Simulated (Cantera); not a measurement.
An adiabatic, constant-volume homogeneous reactor starts with CH4 : C2H6 : C3H8 : O2 : N2 = 1 : 0.059 : 0.17 : 9.26 : 34.8 (molar parts), at 1500 K and 40000 Pa. Integrator tolerance rtol = 1e-08.

Detailed kinetics in Cantera: GRI-Mech 3.0 (53 species, 325 reactions). GRI-Mech 3.0 was tuned for natural gas; its chemistry of propane as a main component is partial and can be far from experiment.

```tsv
quantity	before	after
time of steepest temperature rise	0.210 ms	19.6 ms
temperature at 0.300 s	2314 K	2075 K
equilibrium temperature	2314 K	2059 K
x(CH4) at 0.300 s	<1e-12 (gas-phase equilibrium <1e-12)	<1e-12 (gas-phase equilibrium <1e-12)
x(C2H6) at 0.300 s	<1e-12 (gas-phase equilibrium <1e-12)	<1e-12 (gas-phase equilibrium <1e-12)
x(C3H8) at 0.300 s	<1e-12 (gas-phase equilibrium <1e-12)	<1e-12 (gas-phase equilibrium <1e-12)
x(CH2O) at 0.300 s	<1e-12 (gas-phase equilibrium <1e-12)	<1e-12 (gas-phase equilibrium <1e-12)
x(H2O) at 0.300 s	0.0590 (gas-phase equilibrium 0.0590)	0.0615 (gas-phase equilibrium 0.0616)
```

What was changed between the two runs?
A) constant pressure in place of constant volume
B) initial temperature 1500 to 1150 K
C) initial temperature 1500 to 1675 K
D) C3H8 0.17 to 0.26 parts

B, initial temperature 1500 to 1150 K
